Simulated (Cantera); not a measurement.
Cantera run:

```python
import numpy as np
import cantera as ct

gas_names = """
    C CO CO2 C2 C2O C3 C3O2 C4 C5 Fe FeC5O5 FeO O O2 O3
""".split()
cond_names = """
    C(gr) Fe(a) Fe(c) Fe(d) Fe(L) FeC5O5(L) FeO(s) FeO(L) Fe2O3(s) Fe3O4(s)
""".split()


# ... load() reads the species with a 1 bar reference pressure and builds the phases ...
atoms = {
    'Fe': {'Fe': 1},
    'CO2': {'C': 1, 'O': 2},
    'CO': {'C': 1, 'O': 1},
}
top_T = {'C(gr)': 4500, 'Fe2O3(s)': 1830, 'Fe3O4(s)': 1870}  # K; cautious upper limits of use, not melting points


# ... equilibrate(T, P, feed) seeds the gas with the atoms and calls Mixture.equilibrate('TP', solver="vcs", rtol=1e-11, max_steps=5000) ...
results = []
T = 923.15  # K
P = 1600  # Pa
for m in [0.1, 0.15, 0.21, 0.3, 0.44, 0.63, 0.9, 1.3, 1.9, 2.7]:
    feed = {'Fe': 1, 'CO2': m, 'CO': 0.51}  # mol
    mix = equilibrate(T, P, feed)
    results.append((T, P, feed, dict(zip(mix.species_names, mix.species_moles))))

top = {s: max(r[3][s] / sum(r[3][g] for g in gas_names) for r in results) for s in gas_names}
cols = sorted((s for s in top if top[s] > 1e-05), key=lambda s: -top[s])[:7]
seen = [c for c in cond_names if any(r[3].get(c, 0) > 1e-12 for r in results)]
print("log10 of partial pressures in bar; condensed amounts in mol")
print(f"{'n(CO2)':>10s}" + "".join(f"{s[:9]:>10s}" for s in cols + seen))
for T, P, feed, n in results:
    ng = sum(n[g] for g in gas_names)
    print(f"{feed['CO2']:10.4g}" + "".join(f"{np.log10(max(n[s] / ng * P / 1e5, 1e-99)):10.3f}" for s in cols)
          + "".join(f"{n.get(c, 0):10.4g}" for c in seen))
```

Output:

```
log10 of partial pressures in bar; condensed amounts in mol
    n(CO2)        CO       CO2     Fe(a)    FeO(s)
       0.1    -1.874    -2.581         1         0
      0.15    -1.908    -2.439         1         0
      0.21    -1.908    -2.437    0.9543   0.04565
       0.3    -1.908    -2.437    0.8849    0.1151
      0.44    -1.908    -2.437    0.7768    0.2232
      0.63    -1.908    -2.437    0.6302    0.3698
       0.9    -1.908    -2.437    0.4218    0.5782
       1.3    -1.908    -2.437    0.1131    0.8869
       1.9    -1.999    -2.224         0         1
       2.7    -2.123    -2.072         0         1
```

These are equilibrium values from Cantera (NASA tables, ideal gas, pure condensed phases), not measurements of a reactor. The tables' stoichiometric FeO is somewhat more stable than real wüstite, so its field is too wide. FeO: taken at fixed stoichiometry.
